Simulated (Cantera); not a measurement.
A Cantera script and what it prints.

```python
import numpy as np
import cantera as ct

gas_names = [...]  # 113 gases of nasa_gas.yaml made of C, H, O, Ti
cond_names = """
    C(gr) C6H6(L) C7H8(L) C8H18(L),n-octa H2O(s) H2O(L) Ti(a) Ti(b) Ti(L) TiC(s) TiC(L) TiO(a) TiO(b)
    TiO(L) TiO2(ru) TiO2(L) Ti2O3(a) Ti2O3(b) Ti2O3(L) Ti3O5(a) Ti3O5(b) Ti3O5(L) Ti4O7(s) Ti4O7(L)
""".split()


# ... load() reads the species with a 1 bar reference pressure and builds the phases ...
atoms = {
    'TiO2': {'Ti': 1, 'O': 2},
    'C': {'C': 1},
    'H2': {'H': 2},
}
top_T = {'C(gr)': 4500}  # K; cautious upper limits of use, not melting points


# ... equilibrate(T, P, feed) seeds the gas with the atoms and calls Mixture.equilibrate('TP', solver="vcs", rtol=1e-11, max_steps=5000) ...
results = []
feed = {'TiO2': 1, 'C': 0.45, 'H2': 2.9}  # mol
T = 1750  # K
P = 1333.22  # Pa
mix = equilibrate(T, P, feed)
results.append((T, P, feed, dict(zip(mix.species_names, mix.species_moles))))
print(gas.report(threshold=1e-06))
for i in range(1, mix.n_phases):
    print(f"{mix.phase(i).name:16s} {mix.phase_moles(i):12.5e} mol")
```

Output:

```
       temperature   1750 K
          pressure   1333.2 Pa
           density   0.00050591 kg/m^3
  mean mol. weight   5.5213 kg/kmol
   phase of matter   gas

                          1 kg             1 kmol
                     ---------------   ---------------
          enthalpy        5.4782e+06        3.0247e+07  J
   internal energy        2.8429e+06        1.5697e+07  J
           entropy             42150        2.3272e+05  J/K
    Gibbs function       -6.8285e+07       -3.7702e+08  J
 heat capacity c_p            6093.8             33646  J/K
 heat capacity c_v            4587.9             25331  J/K

                      mass frac. Y      mole frac. X     chem. pot. / RT
                     ---------------   ---------------   ---------------
                CO           0.68058           0.13415           -41.179
               CO2        0.00038368        4.8135e-05           -72.282
                 H        0.00034158          0.001871           -11.764
                H2           0.31504           0.86281           -23.528
               H2O         0.0036568         0.0011208           -54.632
     [ +108 minor]        1.9455e-06        2.7226e-07

C(gr)             0.00000e+00 mol
Ti(b)             0.00000e+00 mol
TiC(s)            0.00000e+00 mol
TiO(b)            0.00000e+00 mol
TiO2(ru)          0.00000e+00 mol
Ti2O3(b)          3.61759e-01 mol
Ti3O5(b)          9.21605e-02 mol
Ti4O7(s)          0.00000e+00 mol
```

Equilibrium computed with Cantera from the NASA thermochemical tables; the gas is ideal and each condensed phase is pure. Mutual solubility and eutectic melting of coexisting phases are not modelled.
